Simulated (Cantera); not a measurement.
A closed system holds: 1 mol SiO2, 2.1 mol C, 1.2 mol CO, held at 0.410 bar.

Equilibrium computed with Cantera from the NASA thermochemical tables; the gas is ideal and each condensed phase is pure. Candidate condensed phases: C, Si, SiC, SiO2; 20 gas species. Mutual solubility and eutectic melting of coexisting phases are not modelled. The tables hold silica as quartz up to 1696 K and as liquid above; real silica turns to tridymite and cristobalite and melts near 1996 K. Kinetics and transport are ignored.

log p: log10 of the partial pressure in bar; n: condensed amount in mol.

```tsv
T (°C)	log p CO	log p SiO	log p CO2	log p Si	n C(graphite)	n SiO2(β-quartz)	n SiC(s)	n SiO2(condensed)
777	-0.42	<-12	-1.51	<-12	2.18	1.00	0	0
877	-0.39	<-12	-2.19	<-12	2.12	1.00	0	0
977	-0.39	-10.34	-2.79	<-12	2.10	1.00	0	0
1077	-0.39	(withheld)	(withheld)	<-12	2.10	1.00	0	0
1177	-0.39	-6.43	-3.75	<-12	2.10	1.000	0	0
1277	-0.39	-4.85	-4.14	-11.38	2.10	1.000	0	0
1377	-0.39	-3.48	-4.47	-9.11	2.10	0.999	0	0
1477	-0.39	-2.42	-4.63	-7.40	0	0	0.692	0.284
1577	-0.41	(withheld)	-4.60	(withheld)	0	0	0.650	(withheld)
1677	-0.45	-1.24	-4.74	-5.32	0	0	0.550	0
1777	-0.45	-1.24	-5.00	-4.70	0	0	0.550	0
1877	-0.45	-1.24	-5.23	-4.13	0	0	0.550	0
```

Q: Complete the blanks.

A: 
- 1077, log p SiO: -8.24
- 1077, log p CO2: -3.31
- 1577, log p SiO: -1.66
- 1577, log p Si: -6.24
- 1577, n SiO2(condensed): 0.200
